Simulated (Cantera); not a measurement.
Input (Python, Cantera):

```python
import numpy as np
import cantera as ct

gas = ct.Solution("gri30.yaml")
gas.TPX = 625, 35000, {'H2': 1, 'O2': 0.625, 'N2': 7.2}
inlet = ct.Reservoir(gas, clone=True)
gas.equilibrate("HP")  # start burning
reactor = ct.IdealGasConstPressureReactor(gas, energy="on", clone=False)
exhaust = ct.Reservoir(gas, clone=True)
tau = [0.44, 0.16, 0.059, 0.022, 0.0081, 0.003, 0.0011, 0.00041, 0.00015, 5.6e-05][0]
for a, b in ((inlet, reactor), (reactor, exhaust)):
    ct.MassFlowController(a, b, mdot=lambda t: reactor.mass / tau)
net = ct.ReactorNet([reactor])
show = ['H2', 'O2', 'NO2', 'H2O', 'NO', 'H2O2', 'H']

rows = []
print(f"{'tau/s':>10s}{'T/K':>9s}" + "".join(f"{s:>11s}" for s in show))
for tau in [0.44, 0.16, 0.059, 0.022, 0.0081, 0.003, 0.0011, 0.00041, 0.00015, 5.6e-05]:
    net.initial_time = 0.0
    net.advance(30 * tau)
    before = gas.X
    net.advance(40 * tau)
    drift = np.max(np.abs(gas.X - before) / (gas.X + 1e-9))
    rows.append([gas.T, *gas[show].X, drift])
    print(f"{tau:10.3e}{gas.T:9.1f}" + "".join(f"{x:11.3e}" for x in gas[show].X))
```

It prints:

```
     tau/s      T/K         H2         O2        NO2        H2O         NO       H2O2          H
 4.400e-01   1482.3  5.609e-04  1.507e-02  1.199e-09  1.191e-01  3.373e-06  1.100e-07  1.161e-04
 1.600e-01   1475.0  1.061e-03  1.523e-02  8.546e-10  1.183e-01  3.700e-06  1.702e-07  3.080e-04
 5.900e-02   1461.4  1.924e-03  1.557e-02  7.232e-10  1.169e-01  4.809e-06  2.586e-07  7.772e-04
 2.200e-02   1437.5  3.292e-03  1.622e-02  6.730e-10  1.147e-01  6.542e-06  3.895e-07  1.833e-03
 8.100e-03   1396.5  5.299e-03  1.736e-02  6.218e-10  1.111e-01  8.185e-06  5.824e-07  4.017e-03
 3.000e-03   1333.4  7.999e-03  1.919e-02  5.154e-10  1.058e-01  8.359e-06  8.090e-07  7.845e-03
 1.100e-03   1242.6  1.236e-02  2.235e-02  3.302e-10  9.804e-02  6.083e-06  9.343e-07  1.330e-02
 4.100e-04   1109.2  2.631e-02  3.036e-02  1.085e-10  8.155e-02  2.051e-06  8.568e-07  1.670e-02
 1.500e-04    625.0  1.133e-01  7.082e-02 -9.637e-22 -7.095e-16 -6.901e-21 -2.395e-19  3.936e-18
 5.600e-05    625.0  1.133e-01  7.082e-02 -7.977e-25 -5.515e-19 -5.713e-24 -1.812e-22  2.984e-18
```

Cantera simulation using GRI-Mech 3.0 (53 species, 325 reactions); the numbers are that mechanism's predictions, not measurements.
